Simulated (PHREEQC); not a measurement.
Consider water at 25 °C with 0.99 mmol/kgw HBr, 1.1 mmol/kgw FeCl3 and 0.37 mmol/kgw KCl. Closed to the air; pH follows from the charge balance.

Equilibrium calculation in PHREEQC: ion-association model, phreeqc.dat.

Problem. The ionic strength comes out as 0.00627 mol/kgw. What activity coefficients do Fe2(OH)2+4, K+, Fe(OH)2+, FeCl+2, Fe+3 get?

Solution. Fe2(OH)2+4 0.26, K+ 0.92, Fe(OH)2+ 0.92, FeCl+2 0.72, Fe+3 0.51.

No solid was allowed to form. Examples of supersaturated solids here: Hematite (slow to form), Goethite (slow to form). Others may be too.
